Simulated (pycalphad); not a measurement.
Source of the numbers: pycalphad with the COST 507 light-alloy database (1999); pressure 1 atm. The database dates from 1999; later assessments differ in places, in temperatures and in the compounds included. Amounts are mole fractions of atoms.

Problem. Give the equilibrium state of Sn-41.3Si (at.%) at 1070 K.

Solution. liquid, fraction 0.591, with 0.66 Si at.%; diamond (Si), fraction 0.409, with >99.99 Si at.%.
